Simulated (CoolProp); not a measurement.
Ethanol at several states: fugacity coefficient from the reference equation and from simpler models built on Tc = 514.7 K, pc = 6.268 MPa, ω = 0.644; each cubic takes its own stable root.

Computed with CoolProp (reference Helmholtz-energy equation of state, Schroeder 2014).

| T (K) | p (MPa) | phase | reference |
|---|---|---|---|
| 396.4 | 7.03 | liquid | 0.07032 |
| 373.5 | 0.0704 | gas | 0.9838 |
| 204 | 0.0138 | liquid | 0.0001380 |
| 588.8 | 20.2 | supercritical | 0.5455 |
| 534.7 | 7.13 | supercritical | 0.7132 |
| 600.7 | 0.518 | gas | 0.9884 |

**Question.** How far does each simpler model (Soave-Redlich-Kwong, Peng-Robinson) lie from the reference over these 6 states: mean and median of the absolute difference, and the worst?

**Answer.** 
- Soave-Redlich-Kwong: mean 12.6 %, median 4.0 %, worst -61.5 % at 204 K and 0.0138 MPa
- Peng-Robinson: mean 9.1 %, median 3.4 %, worst -39.6 % at 204 K and 0.0138 MPa
